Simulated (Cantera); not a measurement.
Feed: 1 mol borazine, 6.8 mol O₂, 1.8 mol H₂, held at 1950 K and 0.0150 bar.

These are equilibrium values from Cantera (NASA tables, ideal gas, pure condensed phases), not measurements of a reactor. Candidate condensed phases: B, BN, B₂O₃, B₃O₃H₃, H₂O; 39 gas species. The feed counts by its element totals alone. Rates play no part.

Base state: H₂O 0.346, HBO₂ 0.256, O₂ 0.209, N₂ 0.148, B₂O₃ 0.0182, OH 0.00846, BO₂ 0.00756, NO 0.00288 (mole fractions); condensed: gas only.

### Question
What changes in the equilibrium state with this change: temperature from 1950 K to 2323 K?

### Answer
```csv
species,before,after
H₂O,0.346,0.317
HBO₂,0.256,0.210
O₂,0.209,0.186
OH,0.00846,0.0393
H,0.000326,0.0106
O,0.00169,0.0200
H₂,0.00121,0.0142
BO₂,0.00756,0.0314
B₂O₃,0.0182,0.0227
N₂,0.148,0.141
BO,1.70e-5,0.00113
HBO,4.16e-6,0.000137
```

### Question
What changes in the equilibrium state with this change: H₂ from 1.8 to 0.42 mol?

### Answer
```
species    before     after
-------  --------  --------
O₂          0.209     0.298
HBO₂        0.256     0.257
H₂O         0.346     0.234
N₂          0.148     0.159
B₂O₃       0.0182    0.0273
BO₂       0.00756    0.0101
H₂        0.00121  0.000685
H        0.000326  0.000245
NO        0.00288   0.00356
O         0.00169   0.00201
```
